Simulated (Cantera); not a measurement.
## Equilibrium for iron carbonyl, mercury and lead vapours: Pb + H2

Feed: 1 mol Pb, 27 mol H2, held at 1000 Pa.

These are equilibrium values from Cantera (NASA tables, ideal gas, pure condensed phases), not measurements of a reactor. Candidate condensed phases: Pb; 4 gas species. Kinetics and transport are ignored.

```tsv
T (°C)	x H2	x Pb	x H	x Pb2	n Pb(l)
427	1.00	1.11e-7	<1e-12	<1e-12	1.000
502	1.000	2.49e-6	9.92e-12	<1e-12	1.000
577	1.000	3.18e-5	2.05e-10	7.03e-12	0.999
652	1.000	0.000267	2.60e-9	2.49e-10	0.993
727	0.998	0.00162	2.27e-8	5.10e-9	0.956
802	0.992	0.00759	1.46e-7	6.76e-8	0.793
877	0.971	0.0290	7.35e-7	6.33e-7	0.194
952	0.964	0.0357	3.06e-6	6.53e-7	0
1027	0.964	0.0357	1.09e-5	4.63e-7	0
1102	0.964	0.0357	3.36e-5	3.40e-7	0
1177	0.964	0.0357	9.29e-5	2.58e-7	0
1252	0.964	0.0357	0.000232	2.01e-7	0
1327	0.964	0.0357	0.000534	1.60e-7	0
```
x: gas mole fraction; n: condensed amount in mol.

From 427 °C to 877 °C the condensed part is Pb(l). From 952 °C to 1327 °C nothing is condensed. The main Pb-bearing gas is Pb throughout.
